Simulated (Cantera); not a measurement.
A perfectly stirred reactor is fed with H2 : O2 : N2 : H2O = 1 : 1.02 : 3.84 : 0.21 (molar parts), equivalence ratio 0.49, at 10.0 bar; it is adiabatic with a 675 K inlet, and is followed from long to short residence time, starting on the burning branch (τ in s: 0.16, 0.072, 0.032, 0.014, 0.0064, 0.0028, 0.0013, 0.00056, 0.00025, 0.00011, 4.9e-05, 2.2e-05).

Detailed kinetics in Cantera: the H2/O2 subset of GRI-Mech 3.0, which has no nitrogen chemistry. The hydrogen kinetics of GRI-Mech 3.0 are dated; newer H2 mechanisms differ, most at raised pressure.

Task: What does this change do: H2 1 to 1.5 parts?

Result: 
```csv
quantity,before,after
"blow-out, bracketed by the residence times tried","burning at 22.0 µs, the shortest tried","burning at 22.0 µs, the shortest tried"
x(H2) at τ = 0.160 s,3.19e-5,0.000941
x(O2) at τ = 0.160 s,0.0931,0.0454
x(H2O) at τ = 0.160 s,0.217,0.290
x(O) at τ = 0.160 s,2.71e-5,0.000352
x(H2O2) at τ = 0.160 s,2.69e-7,8.80e-7
x(H2) at τ = 1.30 ms,0.000378,0.00136
x(O2) at τ = 1.30 ms,0.0930,0.0454
x(H2O) at τ = 1.30 ms,0.216,0.289
x(O) at τ = 1.30 ms,0.000124,0.000439
x(H2O2) at τ = 1.30 ms,7.32e-7,9.50e-7
```
